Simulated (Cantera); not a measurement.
## Catalytic stagnation flow on Pt

A jet of CH4 : O2 : N2 = 0.053 : 0.095 : 0.79 (molar parts), equivalence ratio 1.1 at 300 K and 10000 Pa hits a platinum plate 4.7 cm away at a mass flux of 0.067 kg/m²/s; the plate temperature is set and raised in steps from an oxygen-covered start.

Cantera simulation using Deutschmann's 1995 Pt surface mechanism with GRI-Mech 3.0 gas chemistry; the numbers are that mechanism's predictions, not measurements. Catalytic surfaces can have several steady states; this one follows from the mechanism file's or the stated starting coverage.

```csv
plate T (K),wall x CH4,wall x O2,wall x H2O,wall x OH,wall x CO,wall x CO2,θ free Pt,θ CO*,θ C*
950,0.00437,0.00233,0.0959,<1e-8,0.0231,0.0370,0.798,0.200,0.00164
1000,0.00366,0.00204,0.0966,<1e-8,0.0251,0.0355,0.881,0.117,0.00132
1050,0.00332,0.00191,0.0964,<1e-8,0.0255,0.0354,0.935,0.0635,0.000926
1100,0.00318,0.00189,0.0954,1.47e-8,0.0248,0.0364,0.965,0.0334,0.000591
1150,0.00315,0.00191,0.0939,3.56e-8,0.0232,0.0382,0.982,0.0174,0.000358
1200,0.00317,0.00196,0.0920,8.20e-8,0.0211,0.0406,0.990,0.00912,0.000212
```
x: mole fraction at the wall; θ: surface coverage.
